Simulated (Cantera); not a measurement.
An adiabatic, constant-pressure homogeneous reactor starts with CH4 : H2 : O2 : N2 = 1 : 0.068 : 3.63 : 13.7 (molar parts), equivalence ratio 0.56, at 1325 K and 27.0 bar.

Detailed kinetics in Cantera: GRI-Mech 3.0 (53 species, 325 reactions). The pressure lies above the range GRI-Mech 3.0 was tuned for (to about 10 atm).

Problem. Predict: time of steepest temperature rise; temperature at 9.00 s; equilibrium temperature; x(H2) at 9.00 s; x(O2) at 9.00 s; x(NO) at 9.00 s; x(HO2) at 9.00 s; x(N2O) at 9.00 s.

Solution. 
```json
{
 "time_of_steepest_temperature_rise": "0.211 ms",
 "temperature at 9.00 s": "2420 K",
 "equilibrium_temperature": "2420 K",
 "x(H2) at 9.00 s": "0.000301 (gas-phase equilibrium 0.000301)",
 "x(O2) at 9.00 s": "0.0801 (gas-phase equilibrium 0.0801)",
 "x(NO) at 9.00 s": "0.0119 (gas-phase equilibrium 0.0119)",
 "x(HO2) at 9.00 s": "1.34e-5 (gas-phase equilibrium 1.34e-5)",
 "x(N2O) at 9.00 s": "3.33e-6 (gas-phase equilibrium 3.33e-6)"
}
```
